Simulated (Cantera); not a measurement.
Feed: 1 mol Fe, 0.24 mol H2S, 43 mol CO, equilibrated at 1423.15 K and 22.0 mbar.

Equilibrium computed with Cantera from the NASA thermochemical tables; the gas is ideal and each condensed phase is pure. Candidate condensed phases: C, C6H6, C7H8, C8H18, Fe, Fe(CO)5, FeO, Fe(OH)2, Fe(OH)3, FeS, FeSO4, FeS2, Fe2O3, Fe2(SO4)3, Fe3O4, H2O, H2SO4, S; 127 gas species. Metal and sulfide melt together well below either melting point, which pure phases cannot show. Mutual solubility and eutectic melting of coexisting phases are not modelled. FeS: taken at fixed stoichiometry. Equilibrium is a limit: real reactors are often held back by kinetics, nucleation or transport.

Base state: CO 0.993, H2 0.00547, COS 0.000392, S2 0.000227, CO2 0.000194, CS2 0.000187, H2S 6.58e-5, SH 1.31e-5 (mole fractions); condensed: Fe(γ) + FeS(s).

Q: What changes in the equilibrium state with this change: temperature from 1423.15 K to 948.15 K?

A: 
```tsv
species	before	after
CO	0.993	0.959
CO2	0.000194	0.0353
H2	0.00547	0.00563
COS	0.000392	2.18e-5
S2	0.000227	<1e-9
CS2	0.000187	3.20e-9
Fe(γ), mol	0.817	0
FeS(s), mol	0.183	0.239
C(graphite), mol	0	1.48
Fe(α), mol	0	0.761
```
Condensed phases not in the tables: cementite and carbon dissolved in iron.
